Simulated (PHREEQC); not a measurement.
Consider water at 25 °C with 4.2 mol NaCl and 0.89 mol NaHCO3 per kg of water. Closed to the air; pH follows from the charge balance.

Model: Pitzer model, pitzer.dat, run in PHREEQC.

```yaml
pH: 7.21
ionic_strength: 5.11 mol/kgw
activity_of_water: 0.813
density: 1.175 g/cm³
osmotic_coefficient: 1.130
total_alkalinity: 890 meq/kg
```

```tsv
species	molality	activity	log γ
Na+	5.09	5.88	0.062
Cl-	4.20	2.50	-0.226
HCO3-	0.857	0.224	-0.582
CO2	0.0165	0.0375	0.357
CO3-2	0.0165	0.000166	-1.997
OH-	3.44e-7	1.33e-7	-0.413
H+	1.75e-8	6.19e-8	0.550
```

No solid was allowed to form. Examples of supersaturated solids here: Nahcolite. Others may be too. In brines, pH and single-ion activities rest on the MacInnes convention.
